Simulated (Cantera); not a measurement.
Si3N4 + HCl + H2 (nitride etching)

Input: 1 mol Si3N4, 14 mol HCl, 4 mol H2.

Cantera equilibrium calculation (NASA polynomials, part measured and part estimated; ideal gas, pure solids and liquids). Candidate condensed phases: NH4Cl, Si, Si3N4; 28 gas species. The tables' values for SiCl3 are old estimates. Kinetics and transport are ignored.

Question: Map the stable condensed phases over T = 773, 823, 873, 923, 973, 1023, 1073, 1123, 1173, 1223, 1273, 1323 K and P in Pa = 1, 6.8, 46, 320, 2200, 15000, 100000.

Answer: 
```
T in K \ P in Pa
              1    6.8     46    320   2200  15000 100000
   1323       A      A      B      B      B      B      B
   1273       A      B      B      B      B      B      B
   1223       A      B      B      B      B      B      B
   1173       B      B      B      B      B      B      B
   1123       B      B      B      B      B      B      B
   1073       B      B      B      B      B      B      B
   1023       B      B      B      B      B      B      B
    973       B      B      B      B      B      B      B
    923       B      B      B      B      B      B      B
    873       B      B      B      B      B      B      B
    823       B      B      B      B      B      B      B
    773       B      B      B      B      B      B      B
```
A: gas only; B: Si3N4.
